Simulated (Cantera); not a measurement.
An isothermal, constant-pressure homogeneous reactor starts with 2.44 % CH4, 97.6 % N2, at 1500 K and 760 Torr.

Model: GRI-Mech 3.0 (53 species, 325 reactions), integrated in Cantera. GRI-Mech 3.0 stops at C3 and has no aromatics, soot or wall deposition, so with more carbon than oxygen in the feed, carbon stays in small species such as C2H2 where larger ones or solid carbon would form.

### Question
Predict: x(CH4) at 100 s; x(H2) at 100 s; x(C2H) at 100 s; x(HCN) at 100 s.

### Answer
```
Item                                                Result
---------------  -----------------------------------------
x(CH4) at 100 s  0.000596 (gas-phase equilibrium 0.000238)
x(H2) at 100 s       0.0347 (gas-phase equilibrium 0.0353)
x(C2H) at 100 s   2.04e-9 (gas-phase equilibrium 3.07e-10)
x(HCN) at 100 s     1.35e-7 (gas-phase equilibrium 0.0201)
```
